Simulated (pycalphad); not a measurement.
An equivalent pycalphad script:

```python
from pycalphad import Database, equilibrium, calculate, variables as v
import numpy as np
db = Database('COST507.tdb')
comps = ['SI', 'MN', 'VA']
phases = ['BCC_A2', 'CBCC_A12', 'CUB_A13', 'DIAMOND_A4', 'FCC_A1', 'LIQUID', 'MN11SI19', 'MN3SI', 'MN5SI3', 'MN6SI', 'MN9SI2', 'MNSI']
eq = equilibrium(db, comps, phases, {v.X('MN'): 0.777, v.T: np.arange(2350, 499, -75), v.P: 101325, v.N: 1}, output=['HM', 'SM'])
```

Source of the numbers: pycalphad with the COST 507 light-alloy database (1999); pressure 1 atm. No gas phase is included, though pure Mn would boil below 2350 K. These are 1990s assessments: newer ones move some temperatures and phases. Amounts are mole fractions of atoms. Diffusion is slow at the low end, where real alloys seldom reach equilibrium.

Results at three of the temperatures:

```
T = 1825.00 K, P = 101325 Pa, N = 1 mol of atoms
G = -137338 J/mol, H = 55757 J/mol, S = 105.81 J/(mol K)  (SER reference)
chemical potentials (J/mol): Si -161055, Mn -130532
phase             fraction      x(Si)      x(Mn)
LIQUID              1.0000     0.2230     0.7770
```

```
T = 1225.00 K, P = 101325 Pa, N = 1 mol of atoms
G = -79677 J/mol, H = 15951 J/mol, S = 78.06 J/(mol K)  (SER reference)
chemical potentials (J/mol): Si -120103, Mn -68075
phase             fraction      x(Si)      x(Mn)
MN3SI               0.6400     0.2500     0.7500
MN9SI2              0.3600     0.1750     0.8250
```

```
T = 850.00 K, P = 101325 Pa, N = 1 mol of atoms
G = -52936 J/mol, H = 1107 J/mol, S = 63.58 J/(mol K)  (SER reference)
chemical potentials (J/mol): Si -96316, Mn -40486
phase             fraction      x(Si)      x(Mn)
MN3SI               0.6400     0.2500     0.7500
MN9SI2              0.3600     0.1750     0.8250
```

Changes of the phase set, refined by bisection:

| T (K) | phases above | phases below |
|---|---|---|
| 1338.9 | LIQUID | LIQUID + MN3SI |
| 1309.3 | LIQUID + MN3SI | MN3SI + MN9SI2 |

Database names, with the compositions (at.%) that they take in these runs: MN3SI: Mn 75 Si 25; MN9SI2: Mn 82 Si 18.
